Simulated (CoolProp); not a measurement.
Ethylene along the isotherm -23.65 °C: fugacity coefficient from the reference equation and from simpler models built on Tc = 9.2 °C, pc = 50.42 bar, ω = 0.087; each cubic takes its own stable root.

Computed with CoolProp (reference Helmholtz-energy equation of state, Smukala 2000).

```tsv
p (bar)	phase	reference
10.5	gas	0.8986
21	gas	0.7968
31.5	liquid	0.5826
42	liquid	0.4516
52.5	liquid	0.3732
63	liquid	0.3212
73.5	liquid	0.2843
84	liquid	0.2567
94.5	liquid	0.2355
105	liquid	0.2186
116	liquid	0.2044
126	liquid	0.1938
```

Task: How far does each simpler model (van der Waals, Redlich-Kwong, Soave-Redlich-Kwong) lie from the reference over these 12 states: mean and median of the absolute difference, and the worst?

Result: 
- van der Waals: mean 29.3 %, median 32.6 %, worst +42.9 % at -23.65 °C and 126 bar
- Redlich-Kwong: mean 4.8 %, median 5.5 %, worst +6.9 % at -23.65 °C and 126 bar
- Soave-Redlich-Kwong: mean 2.2 %, median 2.5 %, worst +3.6 % at -23.65 °C and 126 bar
